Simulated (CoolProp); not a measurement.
The numbers come from the reference Helmholtz-energy equation of state, Lemmon 2006 in CoolProp. It is a short technical equation, of lower accuracy than the large ones.

Task: Give the vapour pressure (kPa), vapour density (kg/m³), surface tension (mN/m), liquid conductivity (mW/(m K)) of saturated C2F6 (R116) at -32.05, -22.95, -4.65 °C.

Result: 
| T (°C) | p (kPa) | vapour density (kg/m³) | surface tension (mN/m) | liquid conductivity (mW/(m K)) |
|---|---|---|---|---|
| -32.05 | 712 | 59.7 | 5.08 | 57.9 |
| -22.95 | 956 | 81.4 | 4.01 | 54.2 |
| -4.65 | 1630 | 150 | 2.00 | 46.4 |

Thermal conductivity comes from a separate model (Huber 2003), an estimate that may be off by 10 % or more. Surface tension comes from a separate correlation (Mulero 2012).
